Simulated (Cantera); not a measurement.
## Equilibrium for silicon oxide and oxynitride deposition: HMDSO + NO + N2

Charge: 1 mol HMDSO, 2.8 mol NO, 1.6 mol N2, equilibrated at 280 Pa.

Equilibrium computed with Cantera from the NASA thermochemical tables; the gas is ideal and each condensed phase is pure. Candidate condensed phases: C, C6H6, C7H8, C8H18, H2O, Si, SiC, SiO2, Si2N2O, Si3N4; 151 gas species. The feed counts by its element totals alone. Kinetics and transport are ignored.

| T (K) | x H2 | x CO | x N2 | x H | x HCN | x SiO | n C(graphite) | n Si2N2O(s) | n SiC(s) |
|---|---|---|---|---|---|---|---|---|---|
| 1373 | 0.652 | 0.203 | 0.145 | 5.08e-5 | 0.000122 | 6.46e-5 | 3.20 | 1.000 | 0 |
| 1423 | 0.652 | 0.203 | 0.145 | 0.000101 | 0.000183 | 0.000232 | 3.20 | 0.998 | 0 |
| 1473 | 0.569 | 0.240 | 0.190 | 0.000180 | 0.000286 | 0.000419 | 0.209 | 0 | 1.99 |
| 1523 | 0.569 | 0.240 | 0.190 | 0.000330 | 0.000407 | 0.000517 | 0.210 | 0 | 1.99 |
| 1573 | 0.569 | 0.240 | 0.190 | 0.000580 | 0.000567 | 0.000629 | 0.210 | 0 | 1.99 |
| 1623 | 0.568 | 0.240 | 0.189 | 0.000985 | 0.000773 | 0.000755 | 0.211 | 0 | 1.99 |
| 1673 | 0.568 | 0.239 | 0.189 | 0.00162 | 0.00103 | 0.000897 | 0.211 | 0 | 1.99 |
| 1723 | 0.567 | 0.239 | 0.189 | 0.00259 | 0.00136 | 0.00105 | 0.210 | 0 | 1.98 |
| 1773 | 0.565 | 0.239 | 0.189 | 0.00404 | 0.00175 | 0.00123 | 0.208 | 0 | 1.98 |
| 1823 | 0.563 | 0.238 | 0.188 | 0.00615 | 0.00223 | 0.00141 | 0.205 | 0 | 1.98 |
| 1873 | 0.561 | 0.238 | 0.188 | 0.00913 | 0.00280 | 0.00162 | 0.201 | 0 | 1.97 |
| 1923 | 0.557 | 0.237 | 0.187 | 0.0133 | 0.00347 | 0.00183 | 0.196 | 0 | 1.97 |
x: gas mole fraction; n: condensed amount in mol.

From 1373 K to 1423 K the condensed part is C(graphite) + Si2N2O(s). From 1473 K to 1923 K the condensed part is C(graphite) + SiC(s). The main Si-bearing gas is SiO throughout. The share of Si in condensed phases is highest at 1373 K (100.0 %) and lowest at 1923 K (98.3 %).
